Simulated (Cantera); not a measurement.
Feed: 1 mol C6H6, 0.019 mol NH3, 36 mol H2, equilibrated at 2950 K and 5400 Torr.

Method: chemical equilibrium by Gibbs-energy minimisation in Cantera with the NASA 1993 tables (ideal gas, pure condensed phases). Candidate condensed phases: C, C6H6, C7H8, C8H18; 92 gas species. The numbers say what is thermodynamically allowed, not how fast it happens.

Question: What is the equilibrium state?

Answer: 
* **x(H2)**: 0.901
* **x(C2H2 (acetylene))**: 0.0483
* **x(H)**: 0.0478
* **x(C4H2)**: 0.00108
* **x(CH4)**: 0.000481
* **x(C2H)**: 0.000410
* **x(CH3)**: 0.000409
* **x(HCN)**: 0.000392
* **x(C2H2 (vinylidene))**: 0.000136
* **n(C(graphite))**: 1.84 mol
* **gas amount**: 39.97 mol
